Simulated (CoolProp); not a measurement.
Vapour-liquid equilibrium of CHF3 (R23) (1) + R125 (2) at 238 K; x and y are mole fractions of (1).

Values from CoolProp's multi-fluid Helmholtz-energy mixture model, Penoncello 2003 and Lemmon 2005; pair parameters Bell 2016.

| x | bubble pressure (MPa) | y at the bubble point | dew pressure at overall composition x (MPa) | liquid density (mol/L) |
|---|---|---|---|---|
| 0.05 | 0.2128 | 0.171 | 0.1913 | 12.42 |
| 0.2 | 0.3047 | 0.496 | 0.2187 | 13.09 |
| 0.35 | 0.4013 | … | 0.2552 | 13.80 |
| 0.5 | … | 0.794 | 0.3062 | 14.58 |
| 0.65 | 0.5997 | 0.874 | 0.3823 | 15.44 |
| 0.8 | 0.7013 | … | … | 16.38 |
| 0.95 | 0.8063 | … | 0.7306 | 17.43 |

Problem. What belongs in the gaps?

Solution. 
- 0.35, y at the bubble point: 0.679
- 0.5, bubble pressure (MPa): 0.4999
- 0.8, y at the bubble point: 0.935
- 0.8, dew pressure at overall composition x (MPa): 0.5063
- 0.95, y at the bubble point: 0.985

No azeotrope shows between x = 0.05 and 0.95.

Pair parameters are fitted to limited data, so mixtures are less certain than the pure fluids.
